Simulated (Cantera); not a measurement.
An adiabatic, constant-volume homogeneous reactor starts with C₂H₄ : O₂ : N₂ : H₂O = 1 : 4.62 : 17.4 : 1.1 (molar parts), equivalence ratio 0.65, at 1250 K and 9.87 atm.

Detailed kinetics in Cantera: GRI-Mech 3.0 (53 species, 325 reactions). GRI-Mech 3.0 was tuned for natural gas; its chemistry of ethylene as a main component is partial and can be far from experiment.

Q: Predict: time of steepest temperature rise; temperature at 9.00 s; equilibrium temperature; x(O₂) at 9.00 s; x(HCO) at 9.00 s; x(NO₂) at 9.00 s.

A: 
```json
{
  "time_of_steepest_temperature_rise": "0.249 ms",
  "temperature at 9.00 s": "2767 K",
  "equilibrium_temperature": "2767 K",
  "x(O₂) at 9.00 s": "0.0590 (gas-phase equilibrium 0.0590)",
  "x(HCO) at 9.00 s": "1.30e-8 (gas-phase equilibrium 1.30e-8)",
  "x(NO₂) at 9.00 s": "3.06e-5 (gas-phase equilibrium 3.06e-5)"
}
```
